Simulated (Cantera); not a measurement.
Charge: 1 mol N2O, 0.18 mol O2, 0.15 mol H2, at 260 bar.

Method: chemical equilibrium by Gibbs-energy minimisation in Cantera with the NASA 1993 tables (ideal gas, pure condensed phases). Candidate condensed phases: H2O; 24 gas species. The ideal-gas law is rough above about 30 bar. Equilibrium is a limit: real reactors are often held back by kinetics, nucleation or transport.

x: gas mole fraction; nothing condenses.

```
T (K)   x N2   x O2   x H2O      x NO      x OH  x O
-----  -----  -----  ------  --------  --------  ---
998    0.570  0.345  0.0855   3.33e-5   2.88e-8  ___
1198   0.570  0.345  0.0855  0.000210   7.59e-7  ___
1398   0.569  0.344  0.0855  0.000780   7.86e-6  ___
1598   0.569  0.344  0.0855   0.00209   4.54e-5  ___
1798   0.567  0.342  0.0854   0.00447  0.000177  ___
1998   0.566  0.340  0.0852   0.00821  0.000526  ___
2198   0.563  0.337  0.0848    0.0135   0.00128  ___
2398   0.559  0.333  0.0840    0.0202   0.00266  ___
2598   0.555  0.328  0.0827    0.0284   0.00492  ___
2798   0.549  0.321  0.0808    0.0379   0.00826  ___
2998   0.542  0.313  0.0780    0.0482    0.0128  ___
```

**Question.** Some entries are withheld; supply them.

**Answer.** 
- 998, x O: 5.39e-12
- 1198, x O: 8.74e-10
- 1398, x O: 3.34e-8
- 1598, x O: 5.15e-7
- 1798, x O: 4.33e-6
- 1998, x O: 2.38e-5
- 2198, x O: 9.62e-5
- 2398, x O: 0.000307
- 2598, x O: 0.000819
- 2798, x O: 0.00189
- 2998, x O: 0.00390
